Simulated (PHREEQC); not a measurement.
Copper plating or etch bath (model solution)

A solution holds 0.0027 mol/kgw CuCl2, 0.049 mol/kgw HNO3, 0.22 mol/kgw NaCl and 0.25 mol/kgw KCl, at 25 °C. Closed to the air; pH follows from the charge balance.

Equilibrium calculation in PHREEQC: ion-association model, phreeqc.dat.

This is a speciation only: nothing precipitates in the calculation.

Estimate the pH, density, specific conductance.

pH 1.43; density 1.019 g/cm³; specific conductance 60900 µS/cm.

In which forms is Cu present?

Cu+2 74 %, CuCl+ 23 %, CuCl2 2.2 % of the Cu.
